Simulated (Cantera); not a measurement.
A Cantera script and its output.

```python
import numpy as np
import cantera as ct

gas = ct.Solution("gri30.yaml")
gas.TPX = 1275, 100000, {'CH4': 1, 'H2': 0.75, 'O2': 2.38, 'N2': 8.93}
reactor = ct.IdealGasReactor(gas, energy="on", clone=False)
net = ct.ReactorNet([reactor])
net.rtol, net.atol = 1e-08, 1e-16
show = ['CH4', 'H2', 'O2', 'H2O', 'CH3']
times = np.geomspace(3e-06, 4, 10)

steps = ct.SolutionArray(gas, extra=["t"])
rows = []
print(f"{'t/s':>10s}{'T/K':>9s}{'P/Pa':>11s}" + "".join(f"{s:>11s}" for s in show))
for t in times:
    while net.time < t:
        t_next = net.step()
        steps.append(gas.state, t=t_next)
    rows.append([np.interp(t, steps.t, y) for y in (steps.T, steps.P, *steps(*show).X.T)])
    print(f"{t:10.3e}{rows[-1][0]:9.1f}{rows[-1][1]:11.4g}" + "".join(f"{x:11.3e}" for x in rows[-1][2:]))
rate = np.gradient(steps.T, steps.t)
print("integrator steps:", len(steps.t))
if steps.T.max() > steps.T[0] + 200:
    print(f"time of steepest temperature rise: {steps.t[rate.argmax()]:.4e} s")
gas.TPX = 1275, 100000, {'CH4': 1, 'H2': 0.75, 'O2': 2.38, 'N2': 8.93}
gas.equilibrate("UV")
print(f"equilibrium (UV): T = {gas.T:.1f} K  " + "  ".join(f"{s} {gas[s].X[0]:.3e}" for s in show))
```

It prints:

```
       t/s      T/K       P/Pa        CH4         H2         O2        H2O        CH3
 3.000e-06   1275.0      1e+05  7.657e-02  5.743e-02  1.822e-01  4.265e-09  1.559e-08
 1.438e-05   1275.0      1e+05  7.657e-02  5.743e-02  1.822e-01  6.363e-08  1.256e-07
 6.890e-05   1275.0      1e+05  7.657e-02  5.743e-02  1.822e-01  1.691e-06  1.828e-06
 3.302e-04   1286.1  1.008e+05  7.495e-02  5.677e-02  1.812e-01  1.809e-03  3.817e-04
 1.582e-03   2862.4  2.286e+05  1.003e-14  2.248e-02  1.884e-02  1.680e-01  7.388e-14
 7.583e-03   2860.4  2.284e+05  1.021e-14  2.258e-02  1.842e-02  1.681e-01  7.458e-14
 3.634e-02   2860.4  2.284e+05  1.021e-14  2.258e-02  1.842e-02  1.681e-01  7.458e-14
 1.742e-01   2860.4  2.284e+05  1.021e-14  2.258e-02  1.842e-02  1.681e-01  7.458e-14
 8.347e-01   2860.4  2.284e+05  1.021e-14  2.258e-02  1.842e-02  1.681e-01  7.458e-14
 4.000e+00   2860.4  2.284e+05  1.021e-14  2.258e-02  1.842e-02  1.681e-01  7.458e-14
integrator steps: 1933
time of steepest temperature rise: 6.7100e-04 s
equilibrium (UV): T = 2860.4 K  CH4 1.321e-14  H2 2.258e-02  O2 1.842e-02  H2O 1.681e-01  CH3 9.651e-14
```

Cantera simulation using GRI-Mech 3.0 (53 species, 325 reactions); the numbers are that mechanism's predictions, not measurements.
